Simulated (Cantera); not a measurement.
Input: 1 mol CH₃F, 0.03 mol Si, a varied amount of H₂, equilibrated at 973.15 K and 1.33 mbar.

Equilibrium computed with Cantera from the NASA thermochemical tables; the gas is ideal and each condensed phase is pure. Candidate condensed phases: C, C₆H₆, C₇H₈, C₈H₁₈, Si, SiC; 113 gas species. Equilibrium is a limit: real reactors are often held back by kinetics, nucleation or transport.

**Question.** At 6.4 mol H₂, list the 4 most abundant gas species with their mole fractions, and the condensed phases.

**Answer.** H₂ 0.891, HF 0.105, SiF₄ 0.00358, CH₄ 0.000136. Condensed: C(graphite).
